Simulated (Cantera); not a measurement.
Equilibrium for carbothermic reduction: Cu2O + CH4 + N2

Feed: 1 mol Cu2O, 1.1 mol CH4, 0.37 mol N2, at 0.950 bar.

These are equilibrium values from Cantera (NASA tables, ideal gas, pure condensed phases), not measurements of a reactor. Candidate condensed phases: C, C6H6, C7H8, C8H18, Cu, CuO, Cu(OH)2, Cu2O, H2O; 139 gas species. The numbers say what is thermodynamically allowed, not how fast it happens.

From 1550 °C to 2150 °C the condensed part is C(graphite) + Cu(l). The main Cu-bearing gas is Cu throughout. The share of Cu in condensed phases is highest at 1550 °C (99.9 %) and lowest at 2150 °C (76.3 %).

| T (°C) | x H2 | x CO | x Cu | x N2 | x H | x HCN | n C(graphite) | n Cu(l) |
|---|---|---|---|---|---|---|---|---|
| 1550 | 0.614 | 0.280 | 0.000741 | 0.103 | 0.000348 | 0.00172 | 0.0919 | 2.00 |
| 1600 | 0.613 | 0.280 | 0.00128 | 0.102 | 0.000519 | 0.00217 | 0.0899 | 2.00 |
| 1650 | 0.612 | 0.279 | 0.00215 | 0.102 | 0.000756 | 0.00269 | 0.0873 | 1.99 |
| 1700 | 0.611 | 0.279 | 0.00351 | 0.102 | 0.00108 | 0.00330 | 0.0842 | 1.99 |
| 1750 | 0.609 | 0.278 | 0.00560 | 0.101 | 0.00152 | 0.00400 | 0.0804 | 1.98 |
| 1800 | 0.606 | 0.277 | 0.00871 | 0.100 | 0.00210 | 0.00479 | 0.0758 | 1.97 |
| 1850 | 0.602 | 0.276 | 0.0133 | 0.0991 | 0.00285 | 0.00568 | 0.0704 | 1.95 |
| 1900 | 0.596 | 0.274 | 0.0198 | 0.0978 | 0.00382 | 0.00666 | 0.0639 | 1.93 |
| 1950 | 0.588 | 0.271 | 0.0290 | 0.0962 | 0.00504 | 0.00772 | 0.0562 | 1.89 |
| 2000 | 0.578 | 0.267 | 0.0418 | 0.0941 | 0.00655 | 0.00884 | 0.0473 | 1.84 |
| 2050 | 0.564 | 0.262 | 0.0593 | 0.0915 | 0.00839 | 0.00999 | 0.0370 | 1.77 |
| 2100 | 0.547 | 0.255 | 0.0827 | 0.0883 | 0.0106 | 0.0111 | 0.0251 | 1.67 |
| 2150 | 0.524 | 0.246 | 0.114 | 0.0843 | 0.0132 | 0.0122 | 0.0115 | 1.53 |
x: gas mole fraction; n: condensed amount in mol.
